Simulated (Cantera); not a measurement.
Input: 1 mol MgF₂, 2.4 mol O₂, 5.6 mol N₂, at 0.0133 bar.

Cantera equilibrium calculation (NASA polynomials, part measured and part estimated; ideal gas, pure solids and liquids). Candidate condensed phases: Mg, MgF₂, MgO; 24 gas species. Equilibrium is a limit: real reactors are often held back by kinetics, nucleation or transport.

Q: At 1073 K, list the 3 most abundant gas species with their mole fractions, and the condensed phases.

A: N₂ 0.700, O₂ 0.300, NO 7.45e-5. Condensed: MgF₂(s).
